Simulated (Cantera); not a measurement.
Input (Python, Cantera):

```python
import numpy as np
import cantera as ct

gas = ct.Solution("h2o2.yaml")
gas.TPX = 1023, 40000, {'H2': 0.66, 'O2': 0.45, 'N2': 19}
reactor = ct.IdealGasConstPressureReactor(gas, energy="off", clone=False)
net = ct.ReactorNet([reactor])
net.rtol, net.atol = 1e-08, 1e-18
show = ['H2', 'O2', 'HO2', 'OH', 'H2O2', 'H']
times = np.geomspace(3e-06, 60, 12)

steps = ct.SolutionArray(gas, extra=["t"])
rows = []
print(f"{'t/s':>10s}{'T/K':>9s}{'P/Pa':>11s}" + "".join(f"{s:>11s}" for s in show))
for t in times:
    while net.time < t:
        t_next = net.step()
        steps.append(gas.state, t=t_next)
    rows.append([np.interp(t, steps.t, y) for y in (steps.T, steps.P, *steps(*show).X.T)])
    print(f"{t:10.3e}{rows[-1][0]:9.1f}{rows[-1][1]:11.4g}" + "".join(f"{x:11.3e}" for x in rows[-1][2:]))
rate = np.gradient(steps.T, steps.t)
print("integrator steps:", len(steps.t))
if steps.T.max() > steps.T[0] + 200:
    print(f"time of steepest temperature rise: {steps.t[rate.argmax()]:.4e} s")
gas.TPX = 1023, 40000, {'H2': 0.66, 'O2': 0.45, 'N2': 19}
gas.equilibrate("TP")
print(f"equilibrium (TP): T = {gas.T:.1f} K  " + "  ".join(f"{s} {gas[s].X[0]:.3e}" for s in show))
```

Output:

```
       t/s      T/K       P/Pa         H2         O2        HO2         OH       H2O2          H
 3.000e-06   1023.0      4e+04  3.282e-02  2.238e-02  1.190e-12  9.198e-15  2.398e-17  1.174e-12
 1.383e-05   1023.0      4e+04  3.282e-02  2.238e-02  5.558e-12  1.213e-13  5.084e-16  5.327e-12
 6.376e-05   1023.0      4e+04  3.282e-02  2.238e-02  2.717e-11  1.095e-12  1.121e-14  2.684e-11
 2.940e-04   1023.0      4e+04  3.282e-02  2.238e-02  1.940e-10  1.622e-11  3.065e-13  3.291e-10
 1.355e-03   1023.0      4e+04  3.282e-02  2.238e-02  3.016e-07  4.850e-08  5.870e-10  9.545e-07
 6.248e-03   1023.0      4e+04  6.985e-04  6.415e-03  1.919e-06  1.064e-04  3.668e-07  3.267e-04
 2.881e-02   1023.0      4e+04  4.314e-05  6.083e-03  7.270e-07  1.232e-05  1.385e-07  1.724e-06
 1.328e-01   1023.0      4e+04  2.607e-06  6.067e-03  8.216e-08  3.382e-06  1.883e-08  2.973e-08
 6.123e-01   1023.0      4e+04  8.270e-08  6.066e-03  4.757e-09  1.092e-06  2.296e-09  5.089e-10
 2.823e+00   1023.0      4e+04  6.054e-09  6.067e-03  5.911e-10  4.288e-07  3.765e-10  2.488e-11
 1.301e+01   1023.0      4e+04  1.078e-09  6.067e-03  1.220e-10  1.912e-07  7.690e-11  2.199e-12
 6.000e+01   1023.0      4e+04  2.514e-10  6.067e-03  4.594e-11  9.108e-08  1.767e-11  2.549e-13
integrator steps: 1981
equilibrium (TP): T = 1023.0 K  H2 1.165e-10  O2 6.067e-03  HO2 4.295e-11  OH 5.359e-08  H2O2 6.173e-12  H 7.112e-14
```

Computed with Cantera and the H2/O2 subset of GRI-Mech 3.0, which has no nitrogen chemistry.
